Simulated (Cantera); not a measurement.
**Moist CO burnout**

An isothermal, constant-pressure homogeneous reactor starts with 0.349 % CO, 2.52 % O2, 0.300 % H2O, 96.8 % N2, equivalence ratio 0.069, at 1150 K and 1.00 bar.

Cantera simulation using GRI-Mech 3.0 (53 species, 325 reactions); the numbers are that mechanism's predictions, not measurements.

| t (s) | x CO | x O2 | x H2O | x N2O | x NO2 | x O |
|---|---|---|---|---|---|---|
| 1.00e-6 | 0.00349 | 0.0252 | 0.00300 | <1e-12 | <1e-12 | 1.89e-12 |
| 5.85e-6 | 0.00349 | 0.0252 | 0.00300 | <1e-12 | <1e-12 | 1.10e-11 |
| 3.42e-5 | 0.00349 | 0.0252 | 0.00300 | <1e-12 | <1e-12 | 6.43e-11 |
| 0.000200 | 0.00349 | 0.0252 | 0.00300 | <1e-12 | <1e-12 | 3.72e-10 |
| 0.00117 | 0.00349 | 0.0252 | 0.00300 | <1e-12 | <1e-12 | 3.07e-9 |
| 0.00684 | 0.00348 | 0.0252 | 0.00300 | 6.10e-10 | <1e-12 | 2.00e-6 |
| 0.0400 | 0.000895 | 0.0239 | 0.00299 | 3.88e-7 | 2.93e-10 | 2.27e-5 |
| 0.234 | 3.90e-5 | 0.0235 | 0.00301 | 6.14e-7 | 1.69e-9 | 1.01e-6 |
| 1.37 | 6.33e-7 | 0.0235 | 0.00301 | 5.81e-7 | 8.71e-10 | 2.73e-8 |
| 8.00 | 1.72e-9 | 0.0235 | 0.00301 | 2.88e-7 | 2.51e-10 | 3.70e-9 |
x: mole fraction; the columns are a selection and need not sum to one.

Equilibrium at this temperature and pressure: CO 1.17e-10, O2 0.0234, H2O 0.00301, N2O 3.93e-9, NO2 3.54e-7, O 1.28e-9 (gas phase only).
